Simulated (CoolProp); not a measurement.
Model: reference Helmholtz-energy equation of state, Zhou 2016, in CoolProp.

Question: For R245ca, give the phase and the Joule-Thomson coefficient (K/MPa) at 176.85 °C and 0.147 MPa; 176.85 °C and 1 MPa; 176.85 °C and 10 MPa.

Answer: 
- 176.85 °C and 0.147 MPa: gas; Joule-Thomson coefficient 7.48
- 176.85 °C and 1 MPa: gas; Joule-Thomson coefficient 8.31
- 176.85 °C and 10 MPa: supercritical; Joule-Thomson coefficient 0.578
